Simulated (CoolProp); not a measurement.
Values from CoolProp's reference Helmholtz-energy equation of state, Schroeder 2014.

Question: For ethanol, give the phase and the cv (kJ/(kg K)), Joule-Thomson coefficient (K/MPa), isothermal compressibility (1/MPa), conductivity (mW/(m K)) at 468.5 K and 5.46 MPa; 584.1 K and 5.46 MPa.

Answer: 
- 468.5 K and 5.46 MPa: liquid; cv 3.01, Joule-Thomson coefficient 0.295, isothermal compressibility 0.00848, conductivity 138
- 584.1 K and 5.46 MPa: gas; cv 2.46, Joule-Thomson coefficient 6.03, isothermal compressibility 0.224, conductivity 61.6

Thermal conductivity comes from a separate model (Assael 2013).
